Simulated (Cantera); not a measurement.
Feed: 1 mol TEOS, 0.82 mol NO, 42 mol H₂, held at 6.20 Pa.

Equilibrium computed with Cantera from the NASA thermochemical tables; the gas is ideal and each condensed phase is pure. Candidate condensed phases: C, C₆H₆, C₇H₈, C₈H₁₈, H₂O, Si, SiC, SiO₂, Si₂N₂O, Si₃N₄; 151 gas species. The feed counts by its element totals alone. Mutual solubility and eutectic melting of coexisting phases are not modelled. The numbers say what is thermodynamically allowed, not how fast it happens.

Problem. Which condensed phases are stable at each of these points (T (°C)): 400, 550, 700, 850, 1000, 1150, 1300, 1450, 1600, 1750, 1900?

Solution. 
```json
[
 {"T (°C)": "400", "condensed phases": "C(graphite) + SiO₂(α-quartz)", "Si condensed (%)": "100.0"},
 {"T (°C)": "550", "condensed phases": "C(graphite) + SiO₂(α-quartz)", "Si condensed (%)": "100.0"},
 {"T (°C)": "700", "condensed phases": "C(graphite) + SiO₂(β-quartz)", "Si condensed (%)": "100.0"},
 {"T (°C)": "850", "condensed phases": "C(graphite) + SiC(s) + Si₂N₂O(s)", "Si condensed (%)": "99.9"},
 {"T (°C)": "1000", "condensed phases": "C(graphite) + SiC(s)", "Si condensed (%)": "99.7"},
 {"T (°C)": "1150", "condensed phases": "C(graphite) + SiC(s)", "Si condensed (%)": "99.3"},
 {"T (°C)": "1300", "condensed phases": "C(graphite) + SiC(s)", "Si condensed (%)": "98.7"},
 {"T (°C)": "1450", "condensed phases": "C(graphite) + SiC(s)", "Si condensed (%)": "96.3"},
 {"T (°C)": "1600", "condensed phases": "C(graphite) + SiC(s)", "Si condensed (%)": "66.8"},
 {"T (°C)": "1750", "condensed phases": "C(graphite)", "Si condensed (%)": "0.0"},
 {"T (°C)": "1900", "condensed phases": "C(graphite)", "Si condensed (%)": "0.0"}
]
```

From 400 °C to 550 °C the condensed part is C(graphite) + SiO₂(α-quartz). At 700 °C the condensed part is C(graphite) + SiO₂(β-quartz). At 850 °C the condensed part is C(graphite) + SiC(s) + Si₂N₂O(s). From 1000 °C to 1600 °C the condensed part is C(graphite) + SiC(s). From 1750 °C to 1900 °C the condensed part is C(graphite).
